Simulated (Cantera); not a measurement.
**Adiabatic ignition**

An adiabatic, constant-volume homogeneous reactor starts with CH4 : O2 : N2 = 1 : 5 : 18.8 (molar parts), equivalence ratio 0.40, at 973 K and 780000 Pa.

Cantera simulation using GRI-Mech 3.0 (53 species, 325 reactions); the numbers are that mechanism's predictions, not measurements. Below about 1000 K GRI-Mech 3.0 lacks low-temperature oxidation paths.

```json
[
 {"t (s)": "6.00e-6", "T (K)": "973", "P (bar)": "7.80", "x CH4": "0.0403", "x O2": "0.202", "x CH2": "<1e-12", "x C2H6": "<1e-12", "x CH2CO": "<1e-12", "x C2H": "<1e-12"},
 {"t (s)": "1.63e-5", "T (K)": "973", "P (bar)": "7.80", "x CH4": "0.0403", "x O2": "0.202", "x CH2": "<1e-12", "x C2H6": "<1e-12", "x CH2CO": "<1e-12", "x C2H": "<1e-12"},
 {"t (s)": "4.41e-5", "T (K)": "973", "P (bar)": "7.80", "x CH4": "0.0403", "x O2": "0.202", "x CH2": "<1e-12", "x C2H6": "<1e-12", "x CH2CO": "<1e-12", "x C2H": "<1e-12"},
 {"t (s)": "0.000120", "T (K)": "973", "P (bar)": "7.80", "x CH4": "0.0403", "x O2": "0.202", "x CH2": "<1e-12", "x C2H6": "<1e-12", "x CH2CO": "<1e-12", "x C2H": "<1e-12"},
 {"t (s)": "0.000325", "T (K)": "973", "P (bar)": "7.80", "x CH4": "0.0403", "x O2": "0.202", "x CH2": "<1e-12", "x C2H6": "2.87e-12", "x CH2CO": "<1e-12", "x C2H": "<1e-12"},
 {"t (s)": "0.000881", "T (K)": "973", "P (bar)": "7.80", "x CH4": "0.0403", "x O2": "0.202", "x CH2": "<1e-12", "x C2H6": "6.36e-11", "x CH2CO": "<1e-12", "x C2H": "<1e-12"},
 {"t (s)": "0.00239", "T (K)": "973", "P (bar)": "7.80", "x CH4": "0.0403", "x O2": "0.202", "x CH2": "<1e-12", "x C2H6": "1.67e-9", "x CH2CO": "<1e-12", "x C2H": "<1e-12"},
 {"t (s)": "0.00648", "T (K)": "973", "P (bar)": "7.80", "x CH4": "0.0403", "x O2": "0.202", "x CH2": "<1e-12", "x C2H6": "4.72e-8", "x CH2CO": "<1e-12", "x C2H": "<1e-12"},
 {"t (s)": "0.0176", "T (K)": "973", "P (bar)": "7.80", "x CH4": "0.0403", "x O2": "0.202", "x CH2": "<1e-12", "x C2H6": "5.72e-7", "x CH2CO": "<1e-12", "x C2H": "<1e-12"},
 {"t (s)": "0.0477", "T (K)": "973", "P (bar)": "7.80", "x CH4": "0.0403", "x O2": "0.202", "x CH2": "<1e-12", "x C2H6": "4.14e-6", "x CH2CO": "4.49e-12", "x C2H": "<1e-12"},
 {"t (s)": "0.129", "T (K)": "987", "P (bar)": "7.92", "x CH4": "0.0391", "x O2": "0.200", "x CH2": "<1e-12", "x C2H6": "9.80e-5", "x CH2CO": "1.71e-8", "x C2H": "<1e-12"},
 {"t (s)": "0.351", "T (K)": "2081", "P (bar)": "16.7", "x CH4": "<1e-12", "x O2": "0.118", "x CH2": "<1e-12", "x C2H6": "<1e-12", "x CH2CO": "<1e-12", "x C2H": "<1e-12"},
 {"t (s)": "0.951", "T (K)": "2074", "P (bar)": "16.6", "x CH4": "<1e-12", "x O2": "0.117", "x CH2": "<1e-12", "x C2H6": "<1e-12", "x CH2CO": "<1e-12", "x C2H": "<1e-12"},
 {"t (s)": "2.58", "T (K)": "2074", "P (bar)": "16.6", "x CH4": "<1e-12", "x O2": "0.117", "x CH2": "<1e-12", "x C2H6": "<1e-12", "x CH2CO": "<1e-12", "x C2H": "<1e-12"},
 {"t (s)": "7.00", "T (K)": "2074", "P (bar)": "16.6", "x CH4": "<1e-12", "x O2": "0.117", "x CH2": "<1e-12", "x C2H6": "<1e-12", "x CH2CO": "<1e-12", "x C2H": "<1e-12"}
]
```
x: mole fraction; the columns are a selection and need not sum to one.

```yaml
time_of_steepest_temperature_rise: 0.141 s
temperature at 7.00 s: 2074 K
equilibrium_temperature: 2074 K
x(CH4) at 7.00 s: <1e-12 (gas-phase equilibrium <1e-12)
x(O2) at 7.00 s: 0.117 (gas-phase equilibrium 0.117)
x(CH2) at 7.00 s: <1e-12 (gas-phase equilibrium <1e-12)
```
